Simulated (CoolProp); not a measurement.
Vapour pressure (MPa) of fluorine: the reference equation beside estimates from Tc = 144.4 K, pc = 5.240 MPa, ω = 0.045.

Model: reference Helmholtz-energy equation of state, de Reuck 1990, in CoolProp.

| T (K) | reference | Lee-Kesler | van der Waals | Soave-Redlich-Kwong |
|---|---|---|---|---|
| 97.3 | 0.3414 | 0.3463 | 0.8618 | 0.3456 |
| 99.7 | 0.4172 | 0.4228 | 0.9783 | 0.4224 |
| 102 | 0.5009 | 0.5072 | [?] | 0.5074 |
| 104.4 | 0.6007 | 0.6078 | 1.235 | 0.6088 |
| 106.7 | 0.7093 | 0.7170 | 1.376 | 0.7192 |
| 109.1 | 0.8371 | 0.8454 | 1.533 | 0.8493 |
| 111.4 | 0.9746 | 0.9833 | [?] | 0.9893 |
| 113.8 | 1.135 | [?] | 1.872 | 1.152 |
| 116.2 | 1.313 | 1.322 | 2.063 | 1.334 |
| 118.5 | 1.501 | 1.510 | 2.256 | 1.526 |
| 120.9 | 1.718 | 1.727 | 2.470 | 1.747 |
| 123.2 | 1.946 | 1.954 | 2.686 | 1.979 |
| 125.6 | 2.206 | 2.214 | 2.924 | 2.244 |

Q: Some entries are withheld; supply them.

A: 
- 102, van der Waals: 1.099
- 111.4, van der Waals: 1.694
- 113.8, Lee-Kesler: 1.144

Absolute difference from the reference over all 13 rows, mean and median: Lee-Kesler 0.9 and 0.9 %, van der Waals 80.7 and 73.8 %, Soave-Redlich-Kwong 1.5 and 1.5 %.
